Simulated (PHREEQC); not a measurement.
Make-up at 20 °C: 0.0037 mol (CH3)4NF per kg of water. Closed to the air; pH follows from the charge balance.

Model: ion-association model, phreeqc.dat, run in PHREEQC.

```json
[
 {"quantity": "pH", "before": "7.45", "after": "6.27"},
 {"quantity": "ionic strength (mol/kgw)", "before": "0.00370", "after": "0.0122"},
 {"quantity": "HF (mol/kgw)", "before": "1.68e-7", "after": "2.37e-6"},
 {"quantity": "HF2- (mol/kgw)", "before": "2.28e-9", "after": "3.15e-8"}
]
```

Question: Name the change that produced these shifts.
A) (CH3)4NF replaced by NH4HF2 at the same molality
B) 0.0029 mol/kgw ZnBr2 added
C) (CH3)4NF from 0.0037 to 0.00333 mol/kgw
D) diluted 10-fold with water
E) diluted 2-fold with water

Answer: B, 0.0029 mol/kgw ZnBr2 added

Precipitation was switched off in this run. (CH3)4N+ isn't in the database: it is added as a free cation with an ion size of 4 Å.
